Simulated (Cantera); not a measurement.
Feed: 1 mol Si3N4, 0.017 mol N2O, 5.8 mol N2, 0.00083 mol Cl2, held at 750 Torr.

Equilibrium computed with Cantera from the NASA thermochemical tables; the gas is ideal and each condensed phase is pure. Candidate condensed phases: Si, SiO2, Si2N2O, Si3N4; 23 gas species. Mutual solubility and eutectic melting of coexisting phases are not modelled. Equilibrium is a limit: real reactors are often held back by kinetics, nucleation or transport.

**Question.** At 1775 K, list the 3 most abundant gas species with their mole fractions, and the condensed phases.

**Answer.** N2 1.000, SiCl2 0.000134, SiO 3.96e-5. Condensed: Si2N2O(s) + Si3N4(s).
